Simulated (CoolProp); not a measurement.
Sulfur hexafluoride along the isotherm 501.2 K: Z from the reference equation and from simpler models built on Tc = 318.7 K, pc = 37.55 bar, ω = 0.210; each cubic takes its own stable root.

Computed with CoolProp (reference Helmholtz-energy equation of state, Guder 2009).

```
p (bar)          phase  reference
-------  -------------  ---------
4.02               gas     0.9935
8.05               gas     0.9872
12.1               gas     0.9809
16.1               gas     0.9748
20.1               gas     0.9688
24.1               gas     0.9630
28.2               gas     0.9571
32.2               gas     0.9516
36.2               gas     0.9462
40.2     supercritical     0.9410
44.3     supercritical     0.9359
48.3     supercritical     0.9311
52.3     supercritical     0.9264
56.3     supercritical     0.9220
```

Q: How far does each simpler model (Pitzer virial, Soave-Redlich-Kwong) lie from the reference over these 14 states: mean and median of the absolute difference, and the worst?

A: 
- Pitzer virial: mean 0.6 %, median 0.5 %, worst -1.6 % at 501.2 K and 56.3 bar
- Soave-Redlich-Kwong: mean 0.7 %, median 0.7 %, worst +1.5 % at 501.2 K and 56.3 bar
